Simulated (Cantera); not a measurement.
Charge: 1 mol C3H8, 0.43 mol H2O, 0.25 mol N2, at 6.30 mbar.

Cantera equilibrium calculation (NASA polynomials, part measured and part estimated; ideal gas, pure solids and liquids). Candidate condensed phases: C, C6H6, C7H8, C8H18, H2O; 136 gas species. Equilibrium is a limit: real reactors are often held back by kinetics, nucleation or transport.

Over these rows the condensed part is C(graphite). Partial pressures as log10 of bar:

```
T (K)  1000/T (1/K)  log p H2O  log p H2  log p CO  log p N2
-----  ------------  ---------  --------  --------  --------
998          1.0020      -5.93     -2.26     -3.28     -3.51
1073         0.9320          ?     -2.26     -3.28     -3.51
1148         0.8711      -6.86     -2.26     -3.28     -3.51
1223         0.8177      -7.24     -2.26     -3.28     -3.51
1298         0.7704      -7.57     -2.26     -3.28     -3.51
1373         0.7283      -7.87     -2.26     -3.28     -3.51
```

Q: Fit log p(H2O) = a + b·(1000/T) to the five rows, give the apparent enthalpy, and predict the row at 1073 K.

A: Means: 1000/T = 0.8379, log p = -7.094. Sxy = 0.318910, Sxx = 0.0450075, so b = 7.09 and a = -7.094 − (7.09)×0.8379 = -13.03.
Apparent enthalpy: −19.145 × (7.09) = -136 kJ/mol. With the condensed phases at unit activity, H2(g) + CO(g) = H2O(g) + C(graphite) links this pressure to the main gases: over the six rows their terms move log p by +0.00 in all, so the slope is close to that reaction's ΔH°. The five rows lie within 0.01 of the line.
Prediction at 1073 K: -13.03 + (7.09)×0.9320 = -6.42. The computed value is -6.42, 0.00 from the line.
